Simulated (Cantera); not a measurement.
Charge: 1 mol CH₃OH, 0.92 mol O₂, 45 mol H₂, at 1723.15 K and 6.00 bar.

Method: chemical equilibrium by Gibbs-energy minimisation in Cantera with the NASA 1993 tables (ideal gas, pure condensed phases). Candidate condensed phases: C, C₆H₆, C₇H₈, C₈H₁₈, H₂O; 110 gas species. Equilibrium is a limit: real reactors are often held back by kinetics, nucleation or transport.

Base state: H₂ 0.941, H₂O 0.0381, CO 0.0206, CO₂ 0.000237, H 7.23e-5 (mole fractions); condensed: gas only.

What changes in the equilibrium state with this change: temperature from 1723.15 K to 2775 K?


```
species    before     after
-------  --------  --------
H₂          0.941     0.913
H₂O        0.0381    0.0373
H         7.23e-5    0.0292
CO         0.0206    0.0204
OH        1.61e-7  0.000328
CO₂      0.000237  0.000121
```
